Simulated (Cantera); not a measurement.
Charge: 1 mol BN, 1.3 mol H2O, 1.4 mol F2, equilibrated at 1.33 mbar.

These are equilibrium values from Cantera (NASA tables, ideal gas, pure condensed phases), not measurements of a reactor. Candidate condensed phases: B, BN, B2O3, B3O3H3, H2O; 62 gas species. The tables' values for BF2 are old estimates; treat these amounts as uncertain. Gases not in the tables: H3BO3. Equilibrium is a limit: real reactors are often held back by kinetics, nucleation or transport.

x: gas mole fraction; n: condensed amount in mol.

| T (K) | x HF | x BOF | x H2O | x N2 | x BF3 | x H2 | x B3O3F3 | x HBO2 | n B2O3(l) |
|---|---|---|---|---|---|---|---|---|---|
| 1123 | 0.415 | 0.0249 | 0.191 | 0.167 | 0.147 | 0.0334 | 0.0180 | 0.00307 | 0.157 |
| 1223 | 0.414 | 0.112 | 0.160 | 0.155 | 0.101 | 0.0311 | 0.0135 | 0.0126 | 0.0716 |
| 1323 | 0.431 | 0.212 | 0.117 | 0.142 | 0.0498 | 0.0285 | 0.00157 | 0.0179 | 0 |
| 1423 | 0.471 | 0.240 | 0.0880 | 0.138 | 0.0201 | 0.0276 | 7.04e-5 | 0.0148 | 0 |
| 1523 | 0.489 | 0.251 | 0.0754 | 0.136 | (withheld) | 0.0272 | (withheld) | 0.0134 | 0 |
| 1623 | 0.496 | 0.255 | 0.0706 | 0.135 | 0.00259 | 0.0270 | 2.97e-7 | 0.0131 | 0 |
| 1723 | 0.498 | 0.256 | 0.0686 | 0.135 | 0.000994 | 0.0267 | 2.96e-8 | 0.0132 | 0 |
| 1823 | 0.499 | 0.256 | 0.0674 | 0.135 | 0.000417 | 0.0263 | 3.78e-9 | 0.0133 | 0 |
| 1923 | 0.499 | 0.255 | 0.0659 | 0.135 | (withheld) | 0.0258 | (withheld) | 0.0134 | 0 |
| 2023 | 0.497 | 0.254 | 0.0629 | 0.134 | 9.69e-5 | 0.0257 | 1.14e-10 | 0.0131 | 0 |

**Question.** What belongs in the gaps?

**Answer.** 
- 1923, x BF3: 0.000192
- 1923, x B3O3F3: 6.00e-10
- 1523, x BF3: 0.00725
- 1523, x B3O3F3: 3.95e-6
